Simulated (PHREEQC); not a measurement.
A PHREEQC speciation (ion-association model, phreeqc.dat) at 25 °C gives pH 3.14 and these molalities:

| species | mol/kgw |
|---|---|
| Mn+2 | 0.0839 |
| SO4-2 | 0.0834 |
| MnSO4 | 0.0746 |
| Li+ | 0.0165 |
| Cl- | 0.0165 |
| HSO4- | 0.00187 |
| MnCl+ | 0.00149 |
| LiSO4- | 0.00146 |
| H+ | 0.000925 |
| MnCl2 | 4.69e-6 |

Question: What are the element totals, and what could have been dissolved in 1 kg of water to give them?

Answer: One answer among several that fit: totals Cl 0.0180, Li 0.0180, Mn(2) 0.160, S(6) 0.161 mol/kgw, from 0.0014 mol H2SO4, 0.018 mol LiCl and 0.16 mol MnSO4 per kg of water.

No solid was allowed to form. Complexes and solids missing from the database can't appear.
